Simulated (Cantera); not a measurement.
A Cantera script and what it prints.

```python
import numpy as np
import cantera as ct

gas_names = """
    F F2 FS2F,fluorodisu N NF NF2 NF3 N2 S SF SF2 SF3 SF4 SF5 SF6 SN S2 S2F2,thiothiony S8 Si SiF SiF2
    SiF3 SiF4 SiN SiS Si2 Si2N Si3
""".split()
cond_names = """
    S(cr1) S(cr2) S(L) Si(cr) Si(L) Si3N4(a)
""".split()


# ... load() reads the species with a 1 bar reference pressure and builds the phases ...
atoms = {
    'Si': {'Si': 1},
    'SF6': {'S': 1, 'F': 6},
    'N2': {'N': 2},
    'NF3': {'N': 1, 'F': 3},
}
top_T = {'Si3N4(a)': 2400}  # K; cautious upper limits of use, not melting points


# ... equilibrate(T, P, feed) seeds the gas with the atoms and calls Mixture.equilibrate('TP', solver="vcs", rtol=1e-11, max_steps=5000) ...
results = []
feed = {'Si': 1, 'SF6': 2, 'N2': 13, 'NF3': 4.4}  # mol
T = 1175  # K
for P in [1, 6.8, 46, 320, 2200, 15000, 100000]:
    mix = equilibrate(T, P, feed)
    results.append((T, P, feed, dict(zip(mix.species_names, mix.species_moles))))

top = {s: max(r[3][s] / sum(r[3][g] for g in gas_names) for r in results) for s in gas_names}
cols = sorted((s for s in top if top[s] > 0.0001), key=lambda s: -top[s])[:6]
seen = [c for c in cond_names if any(r[3].get(c, 0) > 1e-12 for r in results)]
print("log10 of partial pressures in bar; condensed amounts in mol")
print(f"{'P/Pa':>10s}" + "".join(f"{s[:9]:>10s}" for s in cols + seen))
for T, P, feed, n in results:
    ng = sum(n[g] for g in gas_names)
    print(f"{P:10.4g}" + "".join(f"{np.log10(max(n[s] / ng * P / 1e5, 1e-99)):10.3f}" for s in cols)
          + "".join(f"{n.get(c, 0):10.4g}" for c in seen))
```

Output:

```
log10 of partial pressures in bar; condensed amounts in mol
      P/Pa        N2         F        F2       SF6       SF4      SiF4
         1    -5.307    -5.387   -10.044    -7.022    -6.262    -6.489
       6.8    -4.433    -4.624    -8.517    -5.382    -6.150    -5.614
        46    -3.593    -3.811    -6.892    -4.476    -6.869    -4.775
       320    -2.750    -2.973    -5.215    -3.631    -7.700    -3.932
      2200    -1.908    -2.158    -3.585    -2.789    -8.489    -3.090
   1.5e+04    -1.058    -1.424    -2.118    -1.939    -9.106    -2.240
     1e+05    -0.209    -0.839    -0.947    -1.089    -9.427    -1.390
```

These are equilibrium values from Cantera (NASA tables, ideal gas, pure condensed phases), not measurements of a reactor. The tables' values for SF3, SF5 are old estimates; treat these amounts as uncertain.
